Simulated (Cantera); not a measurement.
A Cantera script and its output.

```python
import numpy as np
import cantera as ct

surf = ct.Interface("ptcombust.yaml", "Pt_surf")
gas = surf.adjacent["gas"]
gas.TPX = 1048, 68000, {'CH4': 0.0034, 'O2': 0.12, 'N2': 0.79, 'H2O': 0.049}
surf.TP = 1048, 68000
reactor = ct.FlowReactor(gas, clone=False)
reactor.area = 0.0001  # m2
reactor.surface_area_to_volume_ratio = 1300  # 1/m
reactor.mass_flow_rate = 0.25 * reactor.area * gas.density  # inlet velocity 0.25 m/s
reactor.energy_enabled = False
wall = ct.ReactorSurface(surf, reactor, clone=False)
net = ct.ReactorNet([reactor])
net.rtol, net.atol = 1e-8, 1e-16
show, cover = ['CH4', 'O2', 'H2O', 'CO2', 'CO'], ['PT(S)', 'H(S)', 'O(S)', 'OH(S)', 'CO(S)', 'C(S)']

rows = []
print(f"{'z/m':>9s}{'u/(m/s)':>9s}" + "".join(f"{s:>13s}" for s in show + cover))
for z in [0.00015, 0.0003, 0.00057, 0.0011, 0.0021, 0.0041, 0.008, 0.015]:
    net.advance(z)
    rows.append([reactor.speed, *gas[show].X, *surf[cover].coverages])
    print(f"{z:9.4g}{rows[-1][0]:9.3g}" + "".join(f"{x:13.4e}" for x in rows[-1][1:]))
```

It prints:

```
      z/m  u/(m/s)          CH4           O2          H2O          CO2           CO        PT(S)         H(S)         O(S)        OH(S)        CO(S)         C(S)
  0.00015     0.25   3.1836e-03   1.2400e-01   5.1604e-02   3.4123e-04   2.1187e-06   2.5826e-01   1.0065e-06   7.3859e-01   3.1387e-03   2.7920e-06   2.1988e-08
   0.0003     0.25   2.8681e-03   1.2338e-01   5.2227e-02   6.5156e-04   1.9138e-06   2.5848e-01   1.0139e-06   7.3835e-01   3.1583e-03   2.5216e-06   1.9854e-08
  0.00057     0.25   2.3757e-03   1.2241e-01   5.3200e-02   1.1360e-03   1.5907e-06   2.5882e-01   1.0254e-06   7.3798e-01   3.1886e-03   2.0966e-06   1.6503e-08
   0.0011     0.25   1.6384e-03   1.2095e-01   5.4657e-02   1.8609e-03   1.1052e-06   2.5933e-01   1.0427e-06   7.3742e-01   3.2336e-03   1.4547e-06   1.1442e-08
   0.0021     0.25   8.0928e-04   1.1932e-01   5.6297e-02   2.6766e-03   5.5868e-07   2.5992e-01   1.0621e-06   7.3679e-01   3.2837e-03   7.2472e-07   5.6862e-09
   0.0041     0.25   1.9599e-04   1.1810e-01   5.7517e-02   3.2833e-03   1.5327e-07   2.6036e-01   1.0765e-06   7.3631e-01   3.3206e-03   1.7906e-07   1.3833e-09
    0.008     0.25   1.2216e-05   1.1772e-01   5.7892e-02   3.4725e-03   2.3618e-08   2.6050e-01   1.0809e-06   7.3616e-01   3.3318e-03   1.3347e-08   8.6345e-11
    0.015     0.25   8.3611e-08   1.1768e-01   5.7930e-02   3.4927e-03   6.2966e-09   2.6051e-01   1.0814e-06   7.3614e-01   3.3330e-03   1.0385e-09   5.9107e-13
```

Detailed kinetics in Cantera: Deutschmann's 1995 Pt surface mechanism with GRI-Mech 3.0 gas chemistry. Catalytic surfaces can have several steady states; this one follows from the mechanism file's or the stated starting coverage. Mass transfer to the wall is taken as infinitely fast.
